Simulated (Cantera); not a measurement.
Feed: 1 mol Si, 0.057 mol CO₂, 31 mol H₂, at 3.20e-6 bar.

Cantera equilibrium calculation (NASA polynomials, part measured and part estimated; ideal gas, pure solids and liquids). Candidate condensed phases: C, C₆H₆, C₇H₈, C₈H₁₈, H₂O, Si, SiC, SiO₂; 123 gas species. Rates play no part. All values below are at 1727 °C.

Base state: H 0.576, H₂ 0.401, Si 0.0209, SiO 0.00127, CO 0.00127, SiH 1.61e-5 (mole fractions); condensed: gas only.

**Question.** What changes in the equilibrium state with this change: pressure from 3.20e-6 bar to 0.100 bar?

**Answer.** 
```json
[
 {"species": "H₂", "before": "0.401", "after": "0.991"},
 {"species": "H", "before": "0.576", "after": "0.00512"},
 {"species": "SiO", "before": "0.00127", "after": "0.00276"},
 {"species": "Si", "before": "0.0209", "after": "0.000435"},
 {"species": "Si₂C", "before": "4.21e-9", "after": "1.19e-5"},
 {"species": "SiH₂", "before": "6.55e-8", "after": "0.000105"},
 {"species": "Si(l), mol", "before": "0", "after": "0.864"},
 {"species": "SiC(s), mol", "before": "0", "after": "0.0286"}
]
```
Mutual solubility and eutectic melting of coexisting phases are not modelled. Gases not in the tables: Si₂H₆ and higher silanes.

**Question.** What changes in the equilibrium state with this change: CO₂ from 0.057 to 0.03 mol?

**Answer.** 
| species | before | after |
|---|---|---|
| H | 0.576 | 0.576 |
| H₂ | 0.401 | 0.401 |
| Si | 0.0209 | 0.0215 |
| SiO | 0.00127 | 0.000667 |
| CO | 0.00127 | 0.000667 |
| SiH | 1.61e-5 | 1.66e-5 |

**Question.** What changes in the equilibrium state with this change: Si replaced by Si₃N₄?

**Answer.** 
```tsv
species	before	after
H	0.576	0.542
H₂	0.401	0.356
Si	0.0209	0.0594
N₂	0	0.0404
SiH	1.61e-5	4.30e-5
CO	0.00127	0.00115
```
Further candidate phases: Si₂N₂O, Si₃N₄.
